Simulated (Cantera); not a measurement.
A closed system holds: 1 mol CH₃SiH₃, 0.5 mol C₃H₈, 11 mol H₂, equilibrated at 1.33 mbar.

Equilibrium computed with Cantera from the NASA thermochemical tables; the gas is ideal and each condensed phase is pure. Candidate condensed phases: C, C₆H₆, C₇H₈, C₈H₁₈, Si, SiC; 87 gas species. The feed counts by its element totals alone. Gases not in the tables: Si₂H₆ and higher silanes. Equilibrium is a limit: real reactors are often held back by kinetics, nucleation or transport. All values below are at 1902 °C.

Base state: H₂ 0.850, H 0.123, Si 0.0215, C₂H₂ (acetylene) 0.00190, SiC₂ 0.00188, Si₂C 0.00116, SiH 0.000336, Si₂ 3.25e-5 (mole fractions); condensed: C(graphite) + SiC(s).

Task: What changes in the equilibrium state with this change: CH₃SiH₃ replaced by SiH₄?

Result: 
```json
[
 {"species": "H₂", "before": "0.850", "after": "0.850"},
 {"species": "H", "before": "0.123", "after": "0.123"},
 {"species": "Si", "before": "0.0215", "after": "0.0215"},
 {"species": "SiH", "before": "0.000336", "after": "0.000336"},
 {"species": "SiH₂", "before": "2.24e-5", "after": "2.24e-5"},
 {"species": "Si₂", "before": "3.25e-5", "after": "3.25e-5"},
 {"species": "SiC₂", "before": "0.00188", "after": "0.00188"},
 {"species": "Si₂C", "before": "0.00116", "after": "0.00116"},
 {"species": "C₂H₂ (acetylene)", "before": "0.00190", "after": "0.00190"},
 {"species": "C(graphite), mol", "before": "1.80", "after": "0.785"},
 {"species": "SiC(s), mol", "before": "0.543", "after": "0.571"}
]
```
